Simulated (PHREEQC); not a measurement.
**Brackish or sea water (model solution)**

Model water analysis in mg/kgw, 25 °C, pH 6.31, pe 11.7:

| constituent | mg/kgw |
|---|---|
| Na | 3870 |
| K | 43.9 |
| Ca | 401 |
| Mg | 630 |
| Cl | 8080 |
| S(6) as SO4 | 830 |
| Alkalinity as HCO3 | 15.8 |
| Cd | 6.7 |

Cl is adjusted to close the charge balance.
Valence states are taken as typed.

Equilibrium calculation in PHREEQC: ion-association model, phreeqc.dat.

No solid was allowed to form.

### Question
Predict the activity of water, density, specific conductance.

### Answer
activity of water 0.993; density 1.007 g/cm³; specific conductance 22100 µS/cm.

### Question
In which forms is Mg present?

### Answer
Mg+2 92 %, MgSO4 8.2 % of the Mg.
